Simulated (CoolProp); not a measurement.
Model: reference Helmholtz-energy equation of state, Lemmon 2016, in CoolProp.

**Question.** Give the vapour pressure (bar), enthalpy of vaporisation (kJ/kg), liquid cp (kJ/(kg K)), vapour Z of saturated R227EA at -1.35, 31.85 °C.

**Answer.** 
```csv
T (°C),p (bar),enthalpy of vaporisation (kJ/kg),liquid cp (kJ/(kg K)),vapour Z
-1.35,1.86,125,1.11,0.925
31.85,5.58,108,1.20,0.840
```
